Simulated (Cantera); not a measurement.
A Cantera script and what it prints.

```python
import numpy as np
import cantera as ct

gas_names = """
    Fe FeO Fe(OH)2 H HO2 H2 H2O H2O2 H2S H2SO4 O OH O2 O3 S SH SO SO2 SO3 S2 S2O S8
""".split()
cond_names = """
    Fe(a) Fe(c) Fe(d) Fe(L) FeO(s) FeO(L) Fe(OH)2(s) Fe(OH)3(s) FeS(a) FeS(b) FeS(c) FeS(L) FeSO4(s)
    FeS2(s) Fe2O3(s) Fe2S3O12(s) Fe3O4(s) H2O(s) H2O(L) H2SO4(L) S(cr1) S(cr2) S(L)
""".split()


# ... load() reads the species with a 1 bar reference pressure and builds the phases ...
atoms = {
    'Fe2O3': {'Fe': 2, 'O': 3},
    'H2S': {'H': 2, 'S': 1},
    'H2O': {'H': 2, 'O': 1},
}
top_T = {'FeSO4(s)': 950, 'FeS2(s)': 1010, 'Fe2O3(s)': 1830, 'Fe2S3O12(s)': 1100, 'Fe3O4(s)': 1870}  # K; cautious upper limits of use, not melting points


# ... equilibrate(T, P, feed) seeds the gas with the atoms and calls Mixture.equilibrate('TP', solver="vcs", rtol=1e-11, max_steps=5000) ...
results = []
feed = {'Fe2O3': 1, 'H2S': 2, 'H2O': 5.1}  # mol
P = 1333.22  # Pa
for T in [625, 775, 925, 1075, 1225, 1375, 1525, 1675, 1825]:
    mix = equilibrate(T, P, feed)
    results.append((T, P, feed, dict(zip(mix.species_names, mix.species_moles))))

top = {s: max(r[3][s] / sum(r[3][g] for g in gas_names) for r in results) for s in gas_names}
cols = sorted((s for s in top if top[s] > 0.0001), key=lambda s: -top[s])[:7]
seen = [c for c in cond_names if any(r[3].get(c, 0) > 1e-12 for r in results)]
print("log10 of partial pressures in bar; condensed amounts in mol")
print(f"{'T/K':>10s}" + "".join(f"{s[:9]:>10s}" for s in cols + seen))
for T, P, feed, n in results:
    ng = sum(n[g] for g in gas_names)
    print(f"{T:10.4g}" + "".join(f"{np.log10(max(n[s] / ng * P / 1e5, 1e-99)):10.3f}" for s in cols)
          + "".join(f"{n.get(c, 0):10.4g}" for c in seen))
```

Output:

```
log10 of partial pressures in bar; condensed amounts in mol
       T/K       H2O        H2       SO2        S2       H2S        SO        SH    FeO(s)    FeO(L)    FeS(c)   FeS2(s)  Fe3O4(s)
       625    -1.877    -4.722    -8.043    -9.191    -4.398   -14.313   -12.388         0         0    0.4742    0.7522    0.2578
       775    -1.897    -4.984    -3.285    -4.818    -3.904    -8.873    -9.120         0         0     1.626         0    0.1248
       925    -1.901    -4.163    -3.289    -4.408    -3.854    -7.442    -7.688         0         0     1.592         0     0.136
      1075    -1.910    -3.573    -3.272    -4.084    -3.810    -6.395    -6.643         0         0     1.521         0    0.1596
      1225    -1.938    -3.145    -3.170    -3.674    -3.714    -5.518    -5.781    0.7436         0     1.256         0         0
      1375    -1.995    -2.786    -3.148    -3.242    -3.560    -4.834    -5.040      1.28         0    0.7204         0         0
      1525    -2.079    -2.550    -3.137    -2.977    -3.529    -4.309    -4.511         2         0         0         0         0
      1675    -2.120    -2.458    -3.007    -3.044    -3.750    -3.889    -4.272         0     1.999         0         0         0
      1825    -2.165    -2.392    -2.922    -3.149    -3.968    -3.563    -4.101         0     1.992         0         0         0
```

Method: chemical equilibrium by Gibbs-energy minimisation in Cantera with the NASA 1993 tables (ideal gas, pure condensed phases). Metal and sulfide melt together well below either melting point, which pure phases cannot show. Mutual solubility and eutectic melting of coexisting phases are not modelled. The tables' stoichiometric FeO is somewhat more stable than real wüstite, so its field is too wide. FeO, FeS: taken at fixed stoichiometry. Gases not in the tables: S3 to S7.
